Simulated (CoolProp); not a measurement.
n-perfluorohexane along the isobar 2.5 MPa: density (kg/m³) from the reference equation and from simpler models built on Tc = 448.0 K, pc = 1.742 MPa, ω = 0.497; each cubic takes its own stable root.

Values from CoolProp's reference Helmholtz-energy equation of state, Gao 2022.

```json
[
 {"T (K)": "332.6", "phase": "liquid", "reference": "1587"},
 {"T (K)": "339", "phase": "liquid", "reference": "1567"},
 {"T (K)": "345.3", "phase": "liquid", "reference": "1547"},
 {"T (K)": "351.6", "phase": "liquid", "reference": "1527"},
 {"T (K)": "358", "phase": "liquid", "reference": "1506"},
 {"T (K)": "364.3", "phase": "liquid", "reference": "1484"},
 {"T (K)": "370.7", "phase": "liquid", "reference": "1462"},
 {"T (K)": "377", "phase": "liquid", "reference": "1439"},
 {"T (K)": "383.3", "phase": "liquid", "reference": "1415"}
]
```

Task: How far does each simpler model (van der Waals, Redlich-Kwong, Soave-Redlich-Kwong, Peng-Robinson) lie from the reference over these 9 states: mean and median of the absolute difference, and the worst?

Result: 
- van der Waals: mean 41.9 %, median 41.9 %, worst -42.3 % at 332.6 K and 2.5 MPa
- Redlich-Kwong: mean 19.4 %, median 19.3 %, worst -20.4 % at 383.3 K and 2.5 MPa
- Soave-Redlich-Kwong: mean 13.6 %, median 13.5 %, worst -14.7 % at 383.3 K and 2.5 MPa
- Peng-Robinson: mean 2.4 %, median 2.3 %, worst -3.7 % at 383.3 K and 2.5 MPa
